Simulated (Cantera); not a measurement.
Cantera run:

```python
import numpy as np
import cantera as ct

gas_names = """
    CL CL2 H HCL H2 N NH NH2 NH3 N2 N2H2 N2H4 Si SiCL SiCL2 SiCL3 SiCL4 SiH SiHCL3 SiH2 SiH2CL2 SiH3
    SiH3CL SiH4 SiN Si2 Si2N Si3
""".split()
cond_names = """
    NH4CL(a) NH4CL(b) Si(cr) Si(L) Si3N4(a)
""".split()


# ... load() reads the species with a 1 bar reference pressure and builds the phases ...
atoms = {
    'SiCl4': {'Si': 1, 'CL': 4},
    'NH3': {'N': 1, 'H': 3},
    'H2': {'H': 2},
}
top_T = {'Si3N4(a)': 2400}  # K; cautious upper limits of use, not melting points


# ... equilibrate(T, P, feed) seeds the gas with the atoms and calls Mixture.equilibrate('TP', solver="vcs", rtol=1e-11, max_steps=5000) ...
results = []
feed = {'SiCl4': 1, 'NH3': 23, 'H2': 22}  # mol
P = 640  # Pa
for T in [875, 1025, 1175, 1325, 1475, 1625, 1775, 1925]:
    mix = equilibrate(T, P, feed)
    results.append((T, P, feed, dict(zip(mix.species_names, mix.species_moles))))
    x = sorted(zip(gas.X, gas.species_names), reverse=True)
    print(f"T = {T:g} K  P = {P:g} Pa  gas = {mix.phase_moles(0):.4g} mol")
    print("   x: " + "  ".join(f"{s} {v:.3e}" for v, s in x if v > 0.0001))
    print("   condensed (mol): " + ("  ".join(f"{mix.phase(i).name} {mix.phase_moles(i):.4g}"
          for i in range(1, mix.n_phases) if mix.phase_moles(i) > 1e-12) or "none"))
```

It prints:

```
T = 875 K  P = 640 Pa  gas = 69.33 mol
   x: H2 7.861e-01  N2 1.563e-01  HCL 5.767e-02
   condensed (mol): Si3N4(a) 0.3332
T = 1025 K  P = 640 Pa  gas = 69.33 mol
   x: H2 7.861e-01  N2 1.563e-01  HCL 5.768e-02
   condensed (mol): Si3N4(a) 0.3332
T = 1175 K  P = 640 Pa  gas = 69.33 mol
   x: H2 7.861e-01  N2 1.563e-01  HCL 5.767e-02
   condensed (mol): Si3N4(a) 0.3331
T = 1325 K  P = 640 Pa  gas = 69.34 mol
   x: H2 7.861e-01  N2 1.563e-01  HCL 5.744e-02  SiCL2 1.111e-04
   condensed (mol): Si3N4(a) 0.3306
T = 1475 K  P = 640 Pa  gas = 69.39 mol
   x: H2 7.865e-01  N2 1.569e-01  HCL 5.529e-02  SiCL2 1.145e-03  H 1.438e-04
   condensed (mol): Si3N4(a) 0.3064
T = 1625 K  P = 640 Pa  gas = 69.62 mol
   x: H2 7.880e-01  N2 1.593e-01  HCL 4.620e-02  SiCL2 5.556e-03  H 7.829e-04
   condensed (mol): Si3N4(a) 0.2028
T = 1775 K  P = 640 Pa  gas = 70.15 mol
   x: H2 7.827e-01  N2 1.639e-01  HCL 4.216e-02  SiCL2 7.276e-03  H 3.201e-03  Si 3.430e-04  CL 1.325e-04  SiCL 1.316e-04
   condensed (mol): Si(L) 0.4498
T = 1925 K  P = 640 Pa  gas = 70.6 mol
   x: H2 7.733e-01  N2 1.628e-01  HCL 4.312e-02  H 1.051e-02  SiCL2 6.304e-03  Si 2.719e-03  SiCL 4.614e-04  CL 4.407e-04  SiH 1.557e-04
   condensed (mol): Si(L) 0.3033
```

Method: chemical equilibrium by Gibbs-energy minimisation in Cantera with the NASA 1993 tables (ideal gas, pure condensed phases). The tables' values for SiCl, SiN, SiCl3 are old estimates; treat these amounts as uncertain. Gases not in the tables: Si2H6 and higher silanes.
